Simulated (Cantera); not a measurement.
An adiabatic, constant-volume homogeneous reactor starts with CH₃OH : O₂ : N₂ : H₂O = 1 : 0.833 : 3.13 : 0.31 (molar parts), at 1625 K and 1.01 bar. Integrator tolerance rtol = 1e-08.

Model: GRI-Mech 3.0 (53 species, 325 reactions), integrated in Cantera. GRI-Mech 3.0 was tuned for natural gas; its chemistry of methanol as a main component is partial and can be far from experiment.

Task: What does this change do: pressure from 1.01 bar to 0.310 bar?

Result: 
| quantity | before | after |
|---|---|---|
| time of steepest temperature rise | 46.9 µs | 0.143 ms |
| temperature at 2.00 s | 2850 K | 2754 K |
| equilibrium temperature | 2850 K | 2754 K |
| x(CH₃OH) at 2.00 s | <1e-12 (gas-phase equilibrium <1e-12) | <1e-12 (gas-phase equilibrium <1e-12) |
| x(O₂) at 2.00 s | 0.00193 (gas-phase equilibrium 0.00193) | 0.00289 (gas-phase equilibrium 0.00289) |
| x(H₂O) at 2.00 s | 0.237 (gas-phase equilibrium 0.237) | 0.230 (gas-phase equilibrium 0.230) |
| x(OH) at 2.00 s | 0.0147 (gas-phase equilibrium 0.0147) | 0.0172 (gas-phase equilibrium 0.0172) |
| x(CH₄) at 2.00 s | 1.82e-12 (gas-phase equilibrium 2.15e-12) | <1e-12 (gas-phase equilibrium <1e-12) |

Task: What does this change do: H2O 0.31 to 0.18 parts?

Result: 
```csv
quantity,before,after
time of steepest temperature rise,46.9 µs,50.0 µs
temperature at 2.00 s,2850 K,2871 K
equilibrium temperature,2850 K,2871 K
x(CH₃OH) at 2.00 s,<1e-12 (gas-phase equilibrium <1e-12),<1e-12 (gas-phase equilibrium <1e-12)
x(O₂) at 2.00 s,0.00193 (gas-phase equilibrium 0.00193),0.00198 (gas-phase equilibrium 0.00198)
x(H₂O) at 2.00 s,0.237 (gas-phase equilibrium 0.237),0.223 (gas-phase equilibrium 0.223)
x(OH) at 2.00 s,0.0147 (gas-phase equilibrium 0.0147),0.0151 (gas-phase equilibrium 0.0151)
x(CH₄) at 2.00 s,1.82e-12 (gas-phase equilibrium 2.15e-12),1.92e-12 (gas-phase equilibrium 2.26e-12)
```
